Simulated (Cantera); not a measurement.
Feed: 1 mol SiO2, 170 mol H2, 1.3 mol H2O, held at 12.0 Pa.

Cantera equilibrium calculation (NASA polynomials, part measured and part estimated; ideal gas, pure solids and liquids). Candidate condensed phases: H2O, Si, SiO2; 18 gas species. The tables hold silica as quartz up to 1696 K and as liquid above; real silica turns to tridymite and cristobalite and melts near 1996 K. The numbers say what is thermodynamically allowed, not how fast it happens.

### Question
At 1423 K, list the 4 most abundant gas species with their mole fractions, and the condensed phases.

### Answer
H2 0.991, H2O 0.00776, H 0.000604, SiO 0.000174. Condensed: SiO2(β-quartz).
